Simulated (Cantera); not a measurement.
Source: NASA polynomial tables (part measured, part estimated), evaluated in Cantera. Values are per mole of reaction as written; species without (g) are pure solids or liquids, kept so even where they would boil at 1 bar.

2 FeCl2 + O3(g) ⇌ Fe2O3 + 4 Cl(g)

```json
[
 {"T (K)": "300", "ΔH° (kJ)": "201.8", "ΔS° (J/K)": "273.2", "ΔG° (kJ)": "119.8", "log10 K": "-20.86", "condensed phases": "FeCl2(s), Fe2O3(s)"},
 {"T (K)": "623", "ΔH° (kJ)": "(withheld)", "ΔS° (J/K)": "(withheld)", "ΔG° (kJ)": "(withheld)", "log10 K": "(withheld)", "condensed phases": "FeCl2(s), Fe2O3(s)"},
 {"T (K)": "723", "ΔH° (kJ)": "(withheld)", "ΔS° (J/K)": "(withheld)", "ΔG° (kJ)": "(withheld)", "log10 K": "(withheld)", "condensed phases": "FeCl2(s), Fe2O3(s)"},
 {"T (K)": "823", "ΔH° (kJ)": "209.3", "ΔS° (J/K)": "285.6", "ΔG° (kJ)": "-25.7", "log10 K": "1.63", "condensed phases": "FeCl2(s), Fe2O3(s)"},
 {"T (K)": "923", "ΔH° (kJ)": "212.0", "ΔS° (J/K)": "288.6", "ΔG° (kJ)": "-54.4", "log10 K": "3.08", "condensed phases": "FeCl2(s), Fe2O3(s)"},
 {"T (K)": "1023", "ΔH° (kJ)": "125.3", "ΔS° (J/K)": "197.4", "ΔG° (kJ)": "-76.7", "log10 K": "3.92", "condensed phases": "FeCl2(l), Fe2O3(s)"},
 {"T (K)": "1123", "ΔH° (kJ)": "(withheld)", "ΔS° (J/K)": "(withheld)", "ΔG° (kJ)": "(withheld)", "log10 K": "(withheld)", "condensed phases": "FeCl2(l), Fe2O3(s)"},
 {"T (K)": "1223", "ΔH° (kJ)": "120.1", "ΔS° (J/K)": "192.8", "ΔG° (kJ)": "-115.7", "log10 K": "4.94", "condensed phases": "FeCl2(l), Fe2O3(s)"},
 {"T (K)": "1323", "ΔH° (kJ)": "117.1", "ΔS° (J/K)": "190.5", "ΔG° (kJ)": "-134.9", "log10 K": "5.33", "condensed phases": "FeCl2(l), Fe2O3(s)"}
]
```

Complete the blanks.


- 623, ΔH° (kJ): 204.8
- 623, ΔS° (J/K): 279.3
- 623, ΔG° (kJ): 30.8
- 623, log10 K: -2.58
- 723, ΔH° (kJ): 206.8
- 723, ΔS° (J/K): 282.3
- 723, ΔG° (kJ): 2.7
- 723, log10 K: -0.19
- 1123, ΔH° (kJ): 122.9
- 1123, ΔS° (J/K): 195.2
- 1123, ΔG° (kJ): -96.3
- 1123, log10 K: 4.48
